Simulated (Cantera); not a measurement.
An isothermal, constant-pressure homogeneous reactor starts with 19.8 % H2, 12.3 % O2, 67.9 % N2, equivalence ratio 0.80, at 1100 K and 0.230 bar.

Computed with Cantera and the H2/O2 subset of GRI-Mech 3.0, which has no nitrogen chemistry. The temperature is held fixed by assumption; the heat of reaction is taken as removed at once.

One state of this run: x H2 = 1.92e-8; x O2 = 0.0274; x HO2 = 1.41e-9; x O = 5.74e-9; x H = 4.26e-11; x H2O = 0.219. x: mole fraction; the columns are a selection and need not sum to one.

Which value of t (s) does it belong to?
A) 2.46
B) 0.000489
C) 0.00142
D) 0.0119

A, 2.46
